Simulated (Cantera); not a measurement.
Input (Python, Cantera) and output of one run.

```python
import numpy as np
import cantera as ct

gas_names = [...]  # 140 gases of nasa_gas.yaml made of C, Fe, H, N, O
cond_names = """
    C(gr) C6H6(L) C7H8(L) C8H18(L),n-octa Fe(a) Fe(c) Fe(d) Fe(L) FeC5O5(L) FeO(s) FeO(L) Fe(OH)2(s)
    Fe(OH)3(s) Fe2O3(s) Fe3O4(s) H2O(s) H2O(L)
""".split()


# ... load() reads the species with a 1 bar reference pressure and builds the phases ...
atoms = {
    'Fe': {'Fe': 1},
    'NH3': {'N': 1, 'H': 3},
    'CO': {'C': 1, 'O': 1},
    'H2O': {'H': 2, 'O': 1},
}
top_T = {'C(gr)': 4500, 'Fe2O3(s)': 1830, 'Fe3O4(s)': 1870}  # K; cautious upper limits of use, not melting points


# ... equilibrate(T, P, feed) seeds the gas with the atoms and calls Mixture.equilibrate('TP', solver="vcs", rtol=1e-11, max_steps=5000) ...
results = []
feed = {'Fe': 1, 'NH3': 1.5, 'CO': 36, 'H2O': 0.25}  # mol
T = 1998.15  # K
P = 101325  # Pa
mix = equilibrate(T, P, feed)
results.append((T, P, feed, dict(zip(mix.species_names, mix.species_moles))))
print(gas.report(threshold=0.0001))
for i in range(1, mix.n_phases):
    print(f"{mix.phase(i).name:16s} {mix.phase_moles(i):12.5e} mol")
```

Output:

```
       temperature   1998.2 K
          pressure   1.0133e+05 Pa
           density   0.16139 kg/m^3
  mean mol. weight   26.461 kg/kmol
   phase of matter   gas

                          1 kg             1 kmol
                     ---------------   ---------------
          enthalpy       -1.7486e+06        -4.627e+07  J
   internal energy       -2.3764e+06       -6.2884e+07  J
           entropy            9726.1        2.5737e+05  J/K
    Gibbs function       -2.1183e+07       -5.6053e+08  J
 heat capacity c_p              1371             36279  J/K
 heat capacity c_v            1056.8             27965  J/K

                      mass frac. Y      mole frac. X     chem. pot. / RT
                     ---------------   ---------------   ---------------
                CO           0.96519           0.91183           -34.432
               CO2         0.0080776         0.0048569           -60.691
                Fe        0.00074392         0.0003525           -7.6939
                 H        1.5125e-05        0.00039705           -11.123
                H2         0.0047196          0.061949           -22.246
               H2O         0.0010282         0.0015102           -48.505
                N2          0.020217          0.019097           -30.883
     [ +133 minor]        3.8606e-06        3.7857e-06

C(gr)             0.00000e+00 mol
Fe(L)             9.86149e-01 mol
FeC5O5(L)         0.00000e+00 mol
FeO(L)            0.00000e+00 mol
```

Method: chemical equilibrium by Gibbs-energy minimisation in Cantera with the NASA 1993 tables (ideal gas, pure condensed phases).
